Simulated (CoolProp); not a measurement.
n-perfluorohexane at several states: Z from the reference equation and from simpler models built on Tc = 448.0 K, pc = 1.742 MPa, ω = 0.497; each cubic takes its own stable root.

Values from CoolProp's reference Helmholtz-energy equation of state, Gao 2022.

| T (K) | p (MPa) | phase | reference |
|---|---|---|---|
| 218.8 | 0.498 | liquid | 0.04873 |
| 256.8 | 3.31 | liquid | 0.2907 |
| 262.6 | 0.0136 | liquid | 0.001185 |
| 448.9 | 0.448 | gas | 0.9040 |
| 359.8 | 7.28 | liquid | 0.5352 |
| 258.3 | 0.021 | liquid | 0.001848 |

Question: How far does each simpler model (van der Waals, Redlich-Kwong, Soave-Redlich-Kwong, Peng-Robinson) lie from the reference over these 6 states: mean and median of the absolute difference, and the worst?

Answer: 
- van der Waals: mean 22858.9 %, median 78.6 %, worst +83613.1 % at 262.6 K and 0.0136 MPa
- Redlich-Kwong: mean 22725.4 %, median 21.6 %, worst +83300.8 % at 262.6 K and 0.0136 MPa
- Soave-Redlich-Kwong: mean 12.8 %, median 15.4 %, worst +17.2 % at 218.8 K and 0.498 MPa
- Peng-Robinson: mean 2.3 %, median 2.6 %, worst +4.4 % at 218.8 K and 0.498 MPa

At some of these states van der Waals, Redlich-Kwong gives the other phase, because its saturation line lies elsewhere.
